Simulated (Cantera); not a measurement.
An isothermal, constant-pressure homogeneous reactor starts with 2.63 % CH₄, 97.4 % H₂, at 1625 K and 100.0 Torr.

Detailed kinetics in Cantera: GRI-Mech 3.0 (53 species, 325 reactions). GRI-Mech 3.0 stops at C3 and has no aromatics, soot or wall deposition, so with more carbon than oxygen in the feed, carbon stays in small species such as C2H2 where larger ones or solid carbon would form.

x: mole fraction; the columns are a selection and need not sum to one.

| t (s) | x CH₄ | x H₂ | x C₂H₄ | x C₂H | x C₂H₂ | x H |
|---|---|---|---|---|---|---|
| 0.000200 | 0.0263 | 0.974 | 2.37e-10 | <1e-12 | <1e-12 | 5.28e-6 |
| 0.000740 | 0.0263 | 0.974 | 1.24e-8 | <1e-12 | 1.20e-10 | 1.95e-5 |
| 0.00274 | 0.0262 | 0.974 | ? | <1e-12 | ? | ? |
| 0.0101 | 0.0261 | 0.974 | 1.53e-5 | 7.11e-12 | 1.11e-5 | 0.000162 |
| 0.0374 | 0.0258 | 0.974 | 2.82e-5 | 1.26e-10 | 0.000180 | 0.000178 |
| 0.138 | 0.0244 | 0.974 | ? | 5.76e-10 | ? | 0.000179 |
| 0.512 | 0.0205 | 0.976 | 4.83e-5 | 1.93e-9 | 0.00272 | 0.000181 |
| 1.89 | 0.0128 | 0.980 | 8.16e-5 | 4.69e-9 | 0.00645 | 0.000186 |
| 7.00 | 0.00573 | 0.984 | 0.000116 | 7.36e-9 | 0.00989 | 0.000191 |

Task: What belongs in the gaps?

Result: 
- 0.00274, x C₂H₄: 6.77e-7
- 0.00274, x C₂H₂: 4.71e-8
- 0.00274, x H: 6.88e-5
- 0.138, x C₂H₄: 3.31e-5
- 0.138, x C₂H₂: 0.000819
